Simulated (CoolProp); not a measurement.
Model: reference Helmholtz-energy equation of state, Lemmon 2006, in CoolProp. It is a short technical equation, of lower accuracy than the large ones.

Q: Give the vapour pressure (MPa), vapour density (kg/m³), liquid cp (kJ/(kg K)), surface tension (mN/m) of saturated neopentane at 73.65, 105.45, 108.95 °C.

A: 
| T (°C) | p (MPa) | vapour density (kg/m³) | liquid cp (kJ/(kg K)) | surface tension (mN/m) |
|---|---|---|---|---|
| 73.65 | 0.639 | 19.1 | 2.64 | 6.39 |
| 105.45 | 1.24 | 38.6 | 2.97 | 3.68 |
| 108.95 | 1.33 | 41.7 | 3.01 | 3.40 |

Surface tension comes from a separate correlation (Mulero 2014).
